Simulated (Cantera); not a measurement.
# C2H4 + NH3 + H2 (carbon deposition, reforming and gasification)

Feed: 1 mol C2H4, 0.069 mol NH3, 0.39 mol H2, at 2600 °C and 1 atm.

Equilibrium computed with Cantera from the NASA thermochemical tables; the gas is ideal and each condensed phase is pure. Candidate condensed phases: C, C6H6, C7H8, C8H18; 92 gas species. The numbers say what is thermodynamically allowed, not how fast it happens.

The x(H2) comes out as 0.847. The x(H) is 0.0961 and the x(C2H2 (acetylene)) comes out as 0.0358. The x(HCN) is 0.0115 and the x(N2) comes out as 0.00619. The x(HNC) is 0.00196 and the x(C4H2) is 0.000632. The x(C2H) is 0.000577, the x(CH3) is 0.000121 and the n(C(graphite)) comes out as 1.76 mol. The gas amount is 2.656 mol.
